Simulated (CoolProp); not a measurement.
A simple Rankine cycle with water: condensing at 294.15 K, boiler at 0.0229 MPa, turbine inlet 341.2 K, turbine efficiency 0.65, pump efficiency 0.8, no recuperator. Each further row changes one setting.

Values from CoolProp's reference Helmholtz-energy equation of state, Wagner 2002.

| case | thermal efficiency (%) | net work (kJ/kg) | heat in (kJ/kg) | turbine exit temperature (K) | volume ratio over the turbine |
|---|---|---|---|---|---|
| as stated | 7.9 | 199 | 2540 | 294.1 | 7.59 |
| turbine inlet 361.2 K | 7.9 | 203 | 2570 | 294.1 | 7.27 |
| condensing temperature 286.15 K | 9.3 | 239 | 2570 | 286.1 | 12.1 |
| boiler pressure 0.016 MPa | 6.6 | 168 | 2540 | 294.1 | 5.37 |
| turbine efficiency 0.55 | 6.6 | 169 | 2540 | 294.1 | 7.69 |

The expansion ends wet for: as stated; turbine inlet 361.2 K; condensing temperature 286.15 K; boiler pressure 0.016 MPa; turbine efficiency 0.55.
